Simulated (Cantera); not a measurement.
An isothermal, constant-pressure homogeneous reactor starts with CO : O₂ : H₂O : N₂ = 0.0014 : 0.0021 : 0.002 : 1 (molar parts), at 1225 K and 140000 Pa. Integrator tolerance rtol = 1e-08.

Cantera simulation using GRI-Mech 3.0 (53 species, 325 reactions); the numbers are that mechanism's predictions, not measurements.

**Question.** What does this change do: temperature 1225 to 900 K?

**Answer.** 
| quantity | before | after |
|---|---|---|
| x(CO) at 30.0 s | 1.00e-9 (gas-phase equilibrium 9.90e-10) | 0.00124 (gas-phase equilibrium <1e-12) |
| x(O₂) at 30.0 s | 0.00139 (gas-phase equilibrium 0.00138) | 0.00201 (gas-phase equilibrium 0.00139) |
| x(H₂O) at 30.0 s | 0.00199 (gas-phase equilibrium 0.00199) | 0.00199 (gas-phase equilibrium 0.00199) |
| x(CO₂) at 30.0 s | 0.00139 (gas-phase equilibrium 0.00139) | 0.000155 (gas-phase equilibrium 0.00139) |
| x(HO₂) at 30.0 s | 6.35e-11 (gas-phase equilibrium 6.25e-11) | 2.14e-7 (gas-phase equilibrium <1e-12) |
